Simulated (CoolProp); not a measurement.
Model: reference Helmholtz-energy equation of state, Lemmon 2006, in CoolProp. It is a short technical equation, of lower accuracy than the large ones.

Task: For CH3F (R41), give the phase and the cp (kJ/(kg K)) at 88.35 °C and 88.5 kPa; 88.35 °C and 4110 kPa; 88.35 °C and 14800 kPa.

Result: 
- 88.35 °C and 88.5 kPa: gas; cp 1.22
- 88.35 °C and 4110 kPa: gas; cp 1.69
- 88.35 °C and 14800 kPa: supercritical; cp 3.62
